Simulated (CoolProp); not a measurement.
Sulfur dioxide along the isotherm 525 K: Z from the reference equation and from simpler models built on Tc = 430.6 K, pc = 78.87 bar, ω = 0.256; each cubic takes its own stable root.

Computed with CoolProp (reference Helmholtz-energy equation of state, Gao 2016).

```json
[
 {"p (bar)": "0.623", "phase": "gas", "reference": "0.9987", "van der Waals": "0.9986", "Redlich-Kwong": "0.9985", "Soave-Redlich-Kwong": "0.9987"},
 {"p (bar)": "1.28", "phase": "gas", "reference": "0.9972", "van der Waals": "0.9971", "Redlich-Kwong": "0.9969", "Soave-Redlich-Kwong": "0.9973"},
 {"p (bar)": "2.63", "phase": "gas", "reference": "0.9943", "van der Waals": "0.9939", "Redlich-Kwong": "0.9937", "Soave-Redlich-Kwong": "0.9944"},
 {"p (bar)": "5.4", "phase": "gas", "reference": "0.9883", "van der Waals": "0.9875", "Redlich-Kwong": "0.9870", "Soave-Redlich-Kwong": "0.9886"},
 {"p (bar)": "11.1", "phase": "gas", "reference": "0.9759", "van der Waals": "0.9740", "Redlich-Kwong": "0.9731", "Soave-Redlich-Kwong": "0.9764"},
 {"p (bar)": "22.8", "phase": "gas", "reference": "0.9499", "van der Waals": "0.9456", "Redlich-Kwong": "0.9442", "Soave-Redlich-Kwong": "0.9513"},
 {"p (bar)": "46.8", "phase": "gas", "reference": "0.8950", "van der Waals": "0.8833", "Redlich-Kwong": "0.8831", "Soave-Redlich-Kwong": "0.8993"},
 {"p (bar)": "96", "phase": "supercritical", "reference": "0.7780", "van der Waals": "0.7342", "Redlich-Kwong": "0.7518", "Soave-Redlich-Kwong": "0.7934"},
 {"p (bar)": "197", "phase": "supercritical", "reference": "0.5879", "van der Waals": "0.5714", "Redlich-Kwong": "0.5822", "Soave-Redlich-Kwong": "0.6586"}
]
```
